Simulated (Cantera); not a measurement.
**Adiabatic ignition**

An adiabatic, constant-volume homogeneous reactor starts with 7.56 % CH₄, 7.03 % CO, 9.83 % O₂, 75.6 % N₂, at 1175 K and 1.00 bar.

Cantera simulation using GRI-Mech 3.0 (53 species, 325 reactions); the numbers are that mechanism's predictions, not measurements.

```json
[
 {"t (s)": "8.00e-6", "T (K)": "1175", "P (bar)": "1.00", "x CH₄": "0.0756", "x CO": "0.0703", "x O₂": "0.0983", "x H₂O": "1.34e-9", "x C₂H₄": "<1e-12", "x CH₂": "<1e-12", "x NO₂": "<1e-12"},
 {"t (s)": "1.94e-5", "T (K)": "1175", "P (bar)": "1.00", "x CH₄": "0.0756", "x CO": "0.0703", "x O₂": "0.0983", "x H₂O": "3.96e-9", "x C₂H₄": "<1e-12", "x CH₂": "<1e-12", "x NO₂": "<1e-12"},
 {"t (s)": "4.70e-5", "T (K)": "1175", "P (bar)": "1.00", "x CH₄": "0.0756", "x CO": "0.0703", "x O₂": "0.0983", "x H₂O": "1.09e-8", "x C₂H₄": "<1e-12", "x CH₂": "<1e-12", "x NO₂": "<1e-12"},
 {"t (s)": "0.000114", "T (K)": "1175", "P (bar)": "1.00", "x CH₄": "0.0756", "x CO": "0.0703", "x O₂": "0.0983", "x H₂O": "3.12e-8", "x C₂H₄": "<1e-12", "x CH₂": "<1e-12", "x NO₂": "<1e-12"},
 {"t (s)": "0.000276", "T (K)": "1175", "P (bar)": "1.00", "x CH₄": "0.0756", "x CO": "0.0703", "x O₂": "0.0983", "x H₂O": "9.68e-8", "x C₂H₄": "6.12e-12", "x CH₂": "<1e-12", "x NO₂": "<1e-12"},
 {"t (s)": "0.000670", "T (K)": "1175", "P (bar)": "1.00", "x CH₄": "0.0756", "x CO": "0.0703", "x O₂": "0.0983", "x H₂O": "3.31e-7", "x C₂H₄": "1.11e-10", "x CH₂": "<1e-12", "x NO₂": "<1e-12"},
 {"t (s)": "0.00162", "T (K)": "1175", "P (bar)": "1.00", "x CH₄": "0.0756", "x CO": "0.0703", "x O₂": "0.0983", "x H₂O": "1.26e-6", "x C₂H₄": "1.94e-9", "x CH₂": "<1e-12", "x NO₂": "<1e-12"},
 {"t (s)": "0.00394", "T (K)": "1175", "P (bar)": "1.00", "x CH₄": "0.0756", "x CO": "0.0703", "x O₂": "0.0983", "x H₂O": "5.23e-6", "x C₂H₄": "2.57e-8", "x CH₂": "<1e-12", "x NO₂": "<1e-12"},
 {"t (s)": "0.00955", "T (K)": "1175", "P (bar)": "1.00", "x CH₄": "0.0756", "x CO": "0.0703", "x O₂": "0.0982", "x H₂O": "1.91e-5", "x C₂H₄": "1.64e-7", "x CH₂": "<1e-12", "x NO₂": "<1e-12"},
 {"t (s)": "0.0232", "T (K)": "1176", "P (bar)": "1.00", "x CH₄": "0.0755", "x CO": "0.0703", "x O₂": "0.0982", "x H₂O": "5.98e-5", "x C₂H₄": "7.01e-7", "x CH₂": "<1e-12", "x NO₂": "<1e-12"},
 {"t (s)": "0.0561", "T (K)": "1177", "P (bar)": "1.00", "x CH₄": "0.0753", "x CO": "0.0703", "x O₂": "0.0981", "x H₂O": "0.000200", "x C₂H₄": "3.57e-6", "x CH₂": "<1e-12", "x NO₂": "<1e-12"},
 {"t (s)": "0.136", "T (K)": "1186", "P (bar)": "1.01", "x CH₄": "0.0745", "x CO": "0.0702", "x O₂": "0.0974", "x H₂O": "0.000893", "x C₂H₄": "3.28e-5", "x CH₂": "2.19e-12", "x NO₂": "<1e-12"},
 {"t (s)": "0.330", "T (K)": "2263", "P (bar)": "2.03", "x CH₄": "9.66e-12", "x CO": "0.109", "x O₂": "3.04e-6", "x H₂O": "0.0850", "x C₂H₄": "<1e-12", "x CH₂": "<1e-12", "x NO₂": "4.17e-10"},
 {"t (s)": "0.800", "T (K)": "2263", "P (bar)": "2.03", "x CH₄": "9.60e-12", "x CO": "0.109", "x O₂": "3.05e-6", "x H₂O": "0.0850", "x C₂H₄": "<1e-12", "x CH₂": "<1e-12", "x NO₂": "3.36e-10"}
]
```
x: mole fraction; the columns are a selection and need not sum to one.

```json
{
  "time_of_steepest_temperature_rise": "0.288 s",
  "temperature at 0.800 s": "2263 K",
  "equilibrium_temperature": "2263 K",
  "x(CH₄) at 0.800 s": "9.60e-12 (gas-phase equilibrium 1.07e-11)",
  "x(CO) at 0.800 s": "0.109 (gas-phase equilibrium 0.109)",
  "x(O₂) at 0.800 s": "3.05e-6 (gas-phase equilibrium 3.05e-6)"
}
```
